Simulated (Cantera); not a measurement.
# Catalytic combustion on Pt

An isothermal plug-flow reactor at 750 K and 1.01 bar (inlet), inlet velocity 4.8 m/s, active area per volume 2700 1/m; feed 0.671 % CO, 8.53 % O₂, 89.9 % N₂, 0.944 % H₂O.

Computed with Cantera and Deutschmann's 1995 Pt surface mechanism with GRI-Mech 3.0 gas chemistry. Catalytic surfaces can have several steady states; this one follows from the mechanism file's or the stated starting coverage. Mass transfer to the wall is taken as infinitely fast.

```tsv
z (m)	x CO	x O₂	x H₂O	x CO₂	θ free Pt	θ O*	θ OH*	θ CO*
6.5e-05	0.00468	0.0844	0.00945	0.00204	0.0785	0.906	0.00370	0.0122
0.00012	0.00448	0.0843	0.00945	0.00223	0.0583	0.932	0.00323	0.00629
0.0002	0.00431	0.0842	0.00945	0.00241	0.0498	0.943	0.00300	0.00435
0.00036	0.00406	0.0841	0.00945	0.00266	0.0427	0.952	0.00280	0.00299
0.00065	0.00375	0.0839	0.00945	0.00297	0.0372	0.958	0.00262	0.00208
0.0012	0.00334	0.0838	0.00946	0.00338	0.0325	0.964	0.00246	0.00141
0.002	0.00292	0.0836	0.00946	0.00380	0.0293	0.967	0.00234	0.00100
0.0036	0.00236	0.0833	0.00946	0.00436	0.0262	0.971	0.00221	0.000644
0.0065	0.00172	0.0830	0.00946	0.00500	0.0237	0.974	0.00211	0.000384
```
x: gas mole fraction; θ: surface coverage.
